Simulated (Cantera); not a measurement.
Cantera run, input and output.

```python
import numpy as np
import cantera as ct

gas = ct.Solution("gri30.yaml")


def delay(T, t_max=10):
    gas.TPX = T, 680000, {'CO': 1, 'H2': 0.074, 'CH4': 0.37, 'O2': 0.798, 'N2': 3}
    reactor = ct.IdealGasReactor(gas, clone=False)
    net = ct.ReactorNet([reactor])
    net.rtol, net.atol = 1e-8, 1e-16
    while net.time < t_max:
        t_old, T_old = net.time, reactor.T
        net.step()
        if reactor.T > T + 400:  # ignition: a rise of 400 K
            return t_old + (T + 400 - T_old) / (reactor.T - T_old) * (net.time - t_old)
    return np.nan


taus = []
for T in [923, 973, 1023, 1073, 1123, 1173, 1223]:
    taus.append(delay(T))
    print(f"T0 = {T:6g} K   tau = {taus[-1]:.4e} s")
```

It prints:

```
T0 =    923 K   tau = 7.4300e-02 s
T0 =    973 K   tau = 2.7804e-02 s
T0 =   1023 K   tau = 1.3308e-02 s
T0 =   1073 K   tau = 7.5045e-03 s
T0 =   1123 K   tau = 4.5143e-03 s
T0 =   1173 K   tau = 2.7658e-03 s
T0 =   1223 K   tau = 1.7035e-03 s
```

Detailed kinetics in Cantera: GRI-Mech 3.0 (53 species, 325 reactions). Below about 1000 K GRI-Mech 3.0 lacks low-temperature oxidation paths. Below about 950 K walls govern HO2 and H2O2 in real vessels.
